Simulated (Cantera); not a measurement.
# Moist CO burnout

An isothermal, constant-pressure homogeneous reactor starts with CO : O2 : H2O : N2 = 0.0046 : 0.0045 : 0.049 : 1 (molar parts), at 1075 K and 59000 Pa.

Model: GRI-Mech 3.0 (53 species, 325 reactions), integrated in Cantera.

```json
[
 {"t (s)": "9.00e-6", "x CO": "0.00435", "x O2": "0.00425", "x H2O": "0.0463", "x H": "<1e-12", "x NO": "<1e-12", "x CO2": "<1e-12", "x OH": "<1e-12"},
 {"t (s)": "7.46e-5", "x CO": "0.00435", "x O2": "0.00425", "x H2O": "0.0463", "x H": "<1e-12", "x NO": "<1e-12", "x CO2": "4.48e-12", "x OH": "<1e-12"},
 {"t (s)": "0.000618", "x CO": "0.00435", "x O2": "0.00425", "x H2O": "0.0463", "x H": "1.32e-11", "x NO": "<1e-12", "x CO2": "6.45e-11", "x OH": "1.64e-11"},
 {"t (s)": "0.00512", "x CO": "0.00435", "x O2": "0.00425", "x H2O": "0.0463", "x H": "3.55e-9", "x NO": "<1e-12", "x CO2": "2.36e-8", "x OH": "3.32e-9"},
 {"t (s)": "0.0424", "x CO": "0.000649", "x O2": "0.00249", "x H2O": "0.0462", "x H": "2.78e-5", "x NO": "1.56e-8", "x CO2": "0.00371", "x OH": "3.33e-5"},
 {"t (s)": "0.352", "x CO": "7.46e-6", "x O2": "0.00209", "x H2O": "0.0464", "x H": "5.22e-8", "x NO": "1.69e-8", "x CO2": "0.00435", "x OH": "3.85e-6"},
 {"t (s)": "2.91", "x CO": "4.44e-8", "x O2": "0.00208", "x H2O": "0.0464", "x H": "1.21e-10", "x NO": "1.71e-8", "x CO2": "0.00436", "x OH": "6.59e-7"},
 {"t (s)": "24.1", "x CO": "2.24e-10", "x O2": "0.00208", "x H2O": "0.0464", "x H": "2.54e-12", "x NO": "1.72e-8", "x CO2": "0.00436", "x OH": "1.99e-7"},
 {"t (s)": "200", "x CO": "8.64e-11", "x O2": "0.00208", "x H2O": "0.0464", "x H": "<1e-12", "x NO": "1.72e-8", "x CO2": "0.00436", "x OH": "1.17e-7"}
]
```
x: mole fraction; the columns are a selection and need not sum to one.

Equilibrium at this temperature and pressure: CO 8.16e-11, O2 0.00208, H2O 0.0464, H <1e-12, NO 7.39e-6, CO2 0.00436, OH 1.11e-7 (gas phase only).
